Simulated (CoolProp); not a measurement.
The numbers come from the reference Helmholtz-energy equation of state, Thol 2015 in CoolProp.

For octamethylcyclotetrasiloxane (D4), give the phase and the density (kg/m³), cv (kJ/(kg K)) at 565.4 K and 64.3 bar.


- 565.4 K and 64.3 bar: liquid; density 649, cv 1.96
